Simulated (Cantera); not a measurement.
Charge: 1 mol MgSO₄, 2 mol CO₂, 0.71 mol O₂, equilibrated at 160 Pa.

These are equilibrium values from Cantera (NASA tables, ideal gas, pure condensed phases), not measurements of a reactor. Candidate condensed phases: C, Mg, MgCO₃, MgO, MgS, MgSO₄, S; 26 gas species. The numbers say what is thermodynamically allowed, not how fast it happens.

log p: log10 of the partial pressure in bar; n: condensed amount in mol.

| T (K) | log p CO₂ | log p O₂ | log p SO₂ | log p SO₃ | log p CO | log p O | log p SO | n MgO(s) | n MgSO₄(s) |
|---|---|---|---|---|---|---|---|---|---|
| 925 | -2.93 | -3.38 | -5.45 | -6.47 | -12.65 | -12.56 | <-14 | 0.00655 | 0.993 |
| 1000 | -2.99 | -3.36 | -3.87 | -5.29 | -11.52 | -11.49 | -13.90 | 0.274 | 0.726 |
| 1075 | -3.12 | -3.34 | -3.43 | -5.19 | -10.63 | -10.55 | -12.37 | 1.00 | 0 |
| 1150 | -3.12 | -3.34 | -3.42 | -5.50 | -9.74 | -9.75 | -11.41 | 1.00 | 0 |
| 1225 | -3.12 | -3.34 | -3.42 | -5.77 | -8.96 | -9.04 | -10.57 | 1.00 | 0 |
| 1300 | -3.12 | -3.34 | -3.42 | ___ | ___ | ___ | ___ | 1.00 | 0 |
| 1375 | -3.12 | -3.34 | -3.42 | ___ | ___ | ___ | ___ | 1.00 | 0 |
| 1450 | -3.12 | -3.34 | -3.42 | -6.40 | -7.10 | -7.37 | -8.57 | 1.00 | 0 |
| 1525 | -3.12 | -3.34 | -3.42 | -6.57 | -6.60 | -6.92 | -8.03 | 1.00 | 0 |
| 1600 | -3.12 | -3.34 | -3.42 | -6.72 | -6.15 | -6.51 | -7.55 | 1.00 | 0 |
| 1675 | -3.12 | -3.34 | -3.42 | -6.86 | -5.74 | -6.14 | -7.11 | 1.00 | 0 |
| 1750 | -3.12 | -3.34 | -3.42 | -6.99 | -5.37 | -5.79 | -6.71 | 1.000 | 0 |

**Question.** Some entries are withheld; supply them.

**Answer.** 
- 1375, log p SO₃: -6.21
- 1375, log p CO: -7.65
- 1375, log p O: -7.86
- 1375, log p SO: -9.16
- 1300, log p SO₃: -6.00
- 1300, log p CO: -8.27
- 1300, log p O: -8.42
- 1300, log p SO: -9.82
